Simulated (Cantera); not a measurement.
Input: 1 mol TiO₂, 1.6 mol HCl, 12 mol O₂, held at 9.50e-5 bar.

Method: chemical equilibrium by Gibbs-energy minimisation in Cantera with the NASA 1993 tables (ideal gas, pure condensed phases). Candidate condensed phases: H₂O, Ti, TiCl₂, TiCl₃, TiCl₄, TiO, TiO₂, Ti₂O₃, Ti₃O₅, Ti₄O₇; 23 gas species. Condensed phases not in the tables: TiOCl. Kinetics and transport are ignored.

At 827 °C, list the 4 most abundant gas species with their mole fractions, and the condensed phases.

O₂ 0.878, HCl 0.104, Cl 0.00800, H₂O 0.00665. Condensed: TiO₂(rutile).
